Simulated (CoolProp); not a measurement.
The numbers come from the reference Helmholtz-energy equation of state, Lemmon 2006 in CoolProp. It is a short technical equation, of lower accuracy than the large ones.

Question: Give the vapour pressure (bar), vapour density (kg/m³) of saturated hydrogen sulfide at -2.65 °C.

Answer: 
```
T (°C)  p (bar)  vapour density (kg/m³)
------  -------  ----------------------
-2.65      9.54                    16.2
```
